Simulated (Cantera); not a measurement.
## Pyrogenic steam for wet oxidation

An isothermal, constant-pressure homogeneous reactor starts with H₂ : O₂ : N₂ = 0.56 : 1 : 16 (molar parts), equivalence ratio 0.28, at 900 K and 0.470 bar.

Computed with Cantera and GRI-Mech 3.0 (53 species, 325 reactions). Below about 950 K walls govern HO2 and H2O2 in real vessels.

```tsv
t (s)	x H₂	x O₂	x NO	x N₂O	x OH	x H₂O₂	x H
7.00e-6	0.0319	0.0569	<1e-12	<1e-12	<1e-12	<1e-12	<1e-12
4.20e-5	0.0319	0.0569	<1e-12	<1e-12	<1e-12	<1e-12	<1e-12
0.000252	0.0319	0.0569	<1e-12	<1e-12	<1e-12	<1e-12	5.38e-12
0.00151	0.0319	0.0569	<1e-12	<1e-12	4.77e-12	<1e-12	6.30e-11
0.00904	0.0319	0.0569	<1e-12	<1e-12	1.77e-8	1.82e-8	2.10e-7
0.0542	0.00614	0.0446	5.54e-9	5.53e-9	1.05e-7	2.30e-5	1.88e-7
0.325	0.00463	0.0439	6.00e-9	6.54e-9	1.77e-7	5.37e-5	2.26e-7
1.95	0.00115	0.0422	3.33e-9	1.08e-8	1.11e-7	2.04e-5	4.02e-8
11.7	4.99e-5	0.0417	7.24e-10	1.61e-8	2.66e-8	2.98e-7	4.41e-10
70.0	3.01e-6	0.0417	1.84e-10	1.69e-8	3.52e-9	2.16e-9	3.65e-12
```
x: mole fraction; the columns are a selection and need not sum to one.

Equilibrium at this temperature and pressure: H₂ <1e-12, O₂ 0.0417, NO 4.48e-6, N₂O 3.07e-10, OH 6.04e-9, H₂O₂ 3.09e-12, H <1e-12 (gas phase only).
